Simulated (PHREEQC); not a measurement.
Solution (5 °C): 18 mmol/kgw (CH3)4NF. Closed to the air; pH follows from the charge balance.

Model: ion-association model, wateq4f.dat, run in PHREEQC.

Each row changes one thing in this solution. Precipitation was switched off in this run.

```
case                                                  pH  ionic strength (mol/kgw)  HF (mol/kgw)  HF2- (mol/kgw)
--------------------------------------------------  ----  ------------------------  ------------  --------------
as made                                             7.97                    0.0180       1.77e-7         9.98e-9
diluted 2-fold with water                            [?]                       [?]           [?]         3.48e-9
(CH3)4NF from 0.018 to 0.0018 mol/kgw                [?]                   0.00180       4.74e-8        2.66e-10
temperature from 5 to 85 °C                         7.18                    0.0180       4.95e-6         3.77e-7
(CH3)4NF replaced by Cu(BF4)2 at the same molality   [?]                    0.0553       0.00381         3.19e-5
```

Complete the blanks.


- diluted 2-fold with water, pH: 7.84
- diluted 2-fold with water, ionic strength (mol/kgw): 0.00900
- diluted 2-fold with water, HF (mol/kgw): 1.24e-7
- (CH3)4NF from 0.018 to 0.0018 mol/kgw, pH: 7.59
- (CH3)4NF replaced by Cu(BF4)2 at the same molality, pH: 2.77

Away from 25 °C the constants follow the database's enthalpies or fits; those with neither stay at their 25 °C values. Real BF4- forms and hydrolyses slowly; the run takes it at equilibrium.
